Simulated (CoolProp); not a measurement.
Aqueous potassium acetate as a coolant, 41 % by mass, freezing at -44.2 °C, 1 atm.

Model: Melinder's fits for secondary coolants, in CoolProp.

| T (°C) | viscosity (mPa s) | density (kg/m³) | cp (kJ/(kg K)) | Prandtl number |
|---|---|---|---|---|
| -4.2 | 8.18 | 1232 | 2.871 | 53.2 |
| -0.5 | 7.02 | 1230 | 2.880 | 45.4 |
| 3.1 | 6.11 | 1229 | 2.889 | 39.3 |
| 6.8 | 5.36 | 1227 | 2.899 | 34.3 |
| 10.4 | 4.75 | 1226 | 2.908 | 30.2 |
| 14 | 4.24 | 1224 | 2.917 | (withheld) |
| 17.7 | 3.81 | 1222 | 2.926 | 24.0 |
| 21.3 | 3.45 | 1220 | 2.936 | 21.6 |
| 25 | 3.13 | 1218 | 2.946 | 19.5 |
| 28.6 | 2.86 | 1216 | 2.955 | 17.7 |
| 32.2 | (withheld) | 1215 | 2.965 | 16.2 |
| 35.9 | 2.40 | (withheld) | (withheld) | 14.8 |

Question: Complete the blanks.

Answer: 
- 14, Prandtl number: 26.9
- 32.2, viscosity (mPa s): 2.62
- 35.9, density (kg/m³): 1213
- 35.9, cp (kJ/(kg K)): 2.975
